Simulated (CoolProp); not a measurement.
The numbers come from the reference Helmholtz-energy equation of state, Wagner 2002 in CoolProp.

Q: For water, give the phase and the density (kg/m³), cv (kJ/(kg K)), speed of sound (m/s), Prandtl number at 674.9 K and 29000 kPa; 703 K and 29000 kPa.

A: 
- 674.9 K and 29000 kPa: supercritical; density 287, cv 3.46, speed of sound 411, Prandtl number 3.56
- 703 K and 29000 kPa: supercritical; density 165, cv 2.88, speed of sound 493, Prandtl number 1.82

Viscosity comes from a separate model (Huber 2009). Thermal conductivity comes from a separate model (Huber 2012).
